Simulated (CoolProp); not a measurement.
A simple Rankine cycle with n-heptane: condensing at 311.15 K, boiler at 0.0708 MPa, turbine inlet 364.8 K, turbine efficiency 0.75, pump efficiency 0.6, no recuperator. Each further row changes one setting.

The numbers come from the reference Helmholtz-energy equation of state, Span 2003 in CoolProp. It is a short technical equation, of lower accuracy than the large ones.

```tsv
case	thermal efficiency (%)	net work (kJ/kg)	heat in (kJ/kg)	turbine exit temperature (K)	volume ratio over the turbine
as stated	8.6	39.0	451	342.2	6.08
turbine inlet 384.8 K	8.4	41.4	(withheld)	(withheld)	6.07
condensing temperature 303.15 K	9.9	46.7	470	337.9	8.73
boiler pressure 0.0496 MPa	(withheld)	31.9	453	(withheld)	4.27
turbine efficiency 0.65	7.5	33.8	451	345.0	6.14
```

Problem. Fill in the missing entries.

Solution. 
- turbine inlet 384.8 K, heat in (kJ/kg): 492
- turbine inlet 384.8 K, turbine exit temperature (K): 362.3
- boiler pressure 0.0496 MPa, thermal efficiency (%): 7.1
- boiler pressure 0.0496 MPa, turbine exit temperature (K): 346.8
